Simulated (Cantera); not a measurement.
A perfectly stirred reactor is fed with H2 : O2 : N2 = 0.48 : 1 : 2.9 (molar parts), equivalence ratio 0.24, at 100.0 Torr; it is held at 1200 K, and followed from long to short residence time.

Cantera simulation using the H2/O2 subset of GRI-Mech 3.0, which has no nitrogen chemistry; the numbers are that mechanism's predictions, not measurements. The temperature is held fixed by assumption; the heat of reaction is taken as removed at once.

### Question
Predict: x(H2) at τ = 7.70 s; x(O2) at τ = 7.70 s; x(H2O2) at τ = 7.70 s; x(H) at τ = 7.70 s; x(O) at τ = 7.70 s; x(H2) at τ = 57.0 ms; x(O2) at τ = 57.0 ms; x(H2O2) at τ = 57.0 ms; x(H) at τ = 57.0 ms; x(O) at τ = 57.0 ms.

### Answer
* **x(H2) at τ = 7.70 s**: 3.94e-5
* **x(O2) at τ = 7.70 s**: 0.184
* **x(H2O2) at τ = 7.70 s**: 1.60e-7
* **x(H) at τ = 7.70 s**: 2.35e-6
* **x(O) at τ = 7.70 s**: 3.60e-5
* **x(H2) at τ = 57.0 ms**: 0.000922
* **x(O2) at τ = 57.0 ms**: 0.183
* **x(H2O2) at τ = 57.0 ms**: 8.54e-7
* **x(H) at τ = 57.0 ms**: 0.000320
* **x(O) at τ = 57.0 ms**: 0.000951
